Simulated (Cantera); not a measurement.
An isothermal, constant-pressure homogeneous reactor starts with CO : O₂ : H₂O : N₂ = 0.0045 : 0.0074 : 0.0065 : 1 (molar parts), at 1425 K and 1.00 bar. Integrator tolerance rtol = 1e-08.

Cantera simulation using GRI-Mech 3.0 (53 species, 325 reactions); the numbers are that mechanism's predictions, not measurements.

**Question.** What does this change do: temperature 1425 to 1523 K?

**Answer.** 
| quantity | before | after |
|---|---|---|
| x(CO) at 100 s | 9.38e-8 (gas-phase equilibrium 9.44e-8) | 4.30e-7 (gas-phase equilibrium 4.35e-7) |
| x(O₂) at 100 s | 0.00507 (gas-phase equilibrium 0.00500) | 0.00506 (gas-phase equilibrium 0.00495) |
| x(H₂O) at 100 s | 0.00639 (gas-phase equilibrium 0.00639) | 0.00639 (gas-phase equilibrium 0.00639) |
| x(CO₂) at 100 s | 0.00443 (gas-phase equilibrium 0.00443) | 0.00443 (gas-phase equilibrium 0.00443) |
| x(H₂) at 100 s | 5.95e-8 (gas-phase equilibrium 6.00e-8) | 2.32e-7 (gas-phase equilibrium 2.34e-7) |
| x(NO) at 100 s | 9.08e-7 (gas-phase equilibrium 0.000144) | 2.76e-6 (gas-phase equilibrium 0.000236) |
